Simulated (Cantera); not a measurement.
A perfectly stirred reactor is fed with CH₄ : O₂ : N₂ = 1 : 3.23 : 24.8 (molar parts), at 1.00 bar; it is adiabatic with a 300 K inlet, and is followed from long to short residence time, starting on the burning branch (τ in s: 0.2, 0.067, 0.022, 0.0074, 0.0024, 0.00081, 0.00027, 8.9e-05, 2.9e-05, 9.7e-06, 3.2e-06).

Detailed kinetics in Cantera: GRI-Mech 3.0 (53 species, 325 reactions).

**Question.** What does this change do: 1.3 parts H2 added?

**Answer.** 
```
quantity                                                                           before                                after
------------------------------------------------  ---------------------------------------  -----------------------------------
state                                             not burning at any residence time tried                          not reached
x(CH₄) at τ = 0.200 s                                                              0.0344                              1.61e-5
x(O₂) at τ = 0.200 s                                                                0.111                               0.0197
x(H) at τ = 0.200 s                                                                <1e-12                              1.96e-5
x(CO₂) at τ = 0.200 s                                                              <1e-12                               0.0334
x(CH₂O) at τ = 0.200 s                                                             <1e-12                              1.27e-6
x(CH₄) at τ = 0.810 ms                                                             0.0344                               0.0330
x(O₂) at τ = 0.810 ms                                                               0.111                                0.106
x(H) at τ = 0.810 ms                                                               <1e-12                               <1e-12
x(CO₂) at τ = 0.810 ms                                                             <1e-12                               <1e-12
x(CH₂O) at τ = 0.810 ms                                                            <1e-12                               <1e-12
blow-out, bracketed by the residence times tried                              not reached  burning at 2.40 ms, out at 0.810 ms
```

**Question.** What does this change do: inlet temperature 300 to 698 K?

**Answer.** 
```csv
quantity,before,after
state,not burning at any residence time tried,not reached
x(CH₄) at τ = 0.200 s,0.0344,1.50e-5
x(O₂) at τ = 0.200 s,0.111,0.0424
x(H) at τ = 0.200 s,<1e-12,7.33e-6
x(CO₂) at τ = 0.200 s,<1e-12,0.0342
x(CH₂O) at τ = 0.200 s,<1e-12,1.20e-6
x(CH₄) at τ = 0.810 ms,0.0344,0.0344
x(O₂) at τ = 0.810 ms,0.111,0.111
x(H) at τ = 0.810 ms,<1e-12,<1e-12
x(CO₂) at τ = 0.810 ms,<1e-12,<1e-12
x(CH₂O) at τ = 0.810 ms,<1e-12,<1e-12
"blow-out, bracketed by the residence times tried",not reached,"burning at 2.40 ms, out at 0.810 ms"
```
